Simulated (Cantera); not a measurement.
An isothermal, constant-pressure homogeneous reactor starts with C₂H₆ : N₂ = 1 : 61 (molar parts), at 1850 K and 100000 Pa. Integrator tolerance rtol = 1e-08.

Model: GRI-Mech 3.0 (53 species, 325 reactions), integrated in Cantera. GRI-Mech 3.0 stops at C3 and has no aromatics, soot or wall deposition, so with more carbon than oxygen in the feed, carbon stays in small species such as C2H2 where larger ones or solid carbon would form.

```tsv
quantity	before	after
x(C₂H₆) at 10.0 s	2.16e-10 (gas-phase equilibrium 3.19e-11)	9.17e-7 (gas-phase equilibrium 3.32e-7)
x(CH₃) at 10.0 s	1.54e-6 (gas-phase equilibrium 6.06e-7)	4.41e-7 (gas-phase equilibrium 3.41e-7)
x(C₂H₂) at 10.0 s	0.0155 (gas-phase equilibrium 0.00197)	0.0134 (gas-phase equilibrium 0.00314)
x(C₂H) at 10.0 s	5.13e-7 (gas-phase equilibrium 6.51e-8)	5.27e-11 (gas-phase equilibrium 9.50e-12)
x(H) at 10.0 s	9.57e-5 (gas-phase equilibrium 9.58e-5)	2.33e-7 (gas-phase equilibrium 1.84e-7)
x(C₂H₄) at 10.0 s	8.03e-6 (gas-phase equilibrium 1.02e-6)	0.00101 (gas-phase equilibrium 0.000243)
x(H₂) at 10.0 s	0.0311 (gas-phase equilibrium 0.0312)	0.0265 (gas-phase equilibrium 0.0272)
```

Q: Which change was made?
A) N2 61 to 13 parts
B) pressure from 100000 Pa to 8100 Pa
C) pressure from 100000 Pa to 2670 Pa
D) temperature 1850 to 1300 K

A: D, temperature 1850 to 1300 K
